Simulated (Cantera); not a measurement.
Input (Python, Cantera):

```python
import numpy as np
import cantera as ct

gas = ct.Solution("gri30.yaml")
gas.TPX = 1300, 190000, {'CO': 0.011, 'O2': 0.047, 'H2O': 0.053, 'N2': 1}
inlet = ct.Reservoir(gas, clone=True)

reactor = ct.IdealGasConstPressureReactor(gas, energy="off", clone=False)
exhaust = ct.Reservoir(gas, clone=True)
tau = [6.2, 2.1, 0.7, 0.24, 0.08, 0.027, 0.009, 0.003, 0.001, 0.00034][0]
for a, b in ((inlet, reactor), (reactor, exhaust)):
    ct.MassFlowController(a, b, mdot=lambda t: reactor.mass / tau)
net = ct.ReactorNet([reactor])
show = ['CO', 'O2', 'H2O', 'H2O2', 'HO2']

rows = []
print(f"{'tau/s':>10s}{'T/K':>9s}" + "".join(f"{s:>11s}" for s in show))
for tau in [6.2, 2.1, 0.7, 0.24, 0.08, 0.027, 0.009, 0.003, 0.001, 0.00034]:
    net.initial_time = 0.0
    net.advance(30 * tau)
    before = gas.X
    net.advance(40 * tau)
    drift = np.max(np.abs(gas.X - before) / (gas.X + 1e-9))
    rows.append([gas.T, *gas[show].X, drift])
    print(f"{tau:10.3e}{gas.T:9.1f}" + "".join(f"{x:11.3e}" for x in gas[show].X))
```

Result:

```
     tau/s      T/K         CO         O2        H2O       H2O2        HO2
 6.200e+00   1300.0  1.748e-05  3.754e-02  4.793e-02  1.105e-08  1.115e-07
 2.100e+00   1300.0  3.679e-05  3.755e-02  4.793e-02  2.055e-08  2.284e-07
 7.000e-01   1300.0  7.798e-05  3.757e-02  4.792e-02  3.806e-08  4.707e-07
 2.400e-01   1300.0  1.616e-04  3.760e-02  4.791e-02  6.798e-08  9.380e-07
 8.000e-02   1300.0  3.396e-04  3.768e-02  4.789e-02  1.200e-07  1.850e-06
 2.700e-02   1300.0  6.989e-04  3.785e-02  4.786e-02  2.035e-07  3.444e-06
 9.000e-03   1300.0  1.411e-03  3.818e-02  4.780e-02  3.310e-07  5.970e-06
 3.000e-03   1300.0  2.696e-03  3.879e-02  4.771e-02  4.979e-07  9.278e-06
 1.000e-03   1300.0  4.692e-03  3.973e-02  4.759e-02  6.606e-07  1.266e-05
 3.400e-04   1300.0  7.049e-03  4.085e-02  4.750e-02  7.156e-07  1.483e-05
```

Model: GRI-Mech 3.0 (53 species, 325 reactions), integrated in Cantera.
